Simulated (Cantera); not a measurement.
A perfectly stirred reactor is fed with CH₄ : CO₂ = 1 : 1.3 (molar parts), at 0.336 atm; it is held at 1623 K, and followed from long to short residence time.

Detailed kinetics in Cantera: GRI-Mech 3.0 (53 species, 325 reactions).

Problem. What does this change do: pressure from 0.336 atm to 0.947 atm?

Solution. 
| quantity | before | after |
|---|---|---|
| x(CH₄) at τ = 0.370 s | 0.0964 | 0.0770 |
| x(CO₂) at τ = 0.370 s | 0.211 | 0.170 |
| x(H₂) at τ = 0.370 s | 0.170 | 0.181 |
| x(C₂H₄) at τ = 0.370 s | 0.00146 | 0.00206 |
| x(HCO) at τ = 0.370 s | 7.99e-9 | 8.77e-9 |
| x(CH₄) at τ = 6.80 ms | 0.390 | 0.363 |
| x(CO₂) at τ = 6.80 ms | 0.547 | 0.531 |
| x(H₂) at τ = 6.80 ms | 0.0382 | 0.0595 |
| x(C₂H₄) at τ = 6.80 ms | 0.00676 | 0.00706 |
| x(HCO) at τ = 6.80 ms | 1.80e-8 | 9.18e-9 |
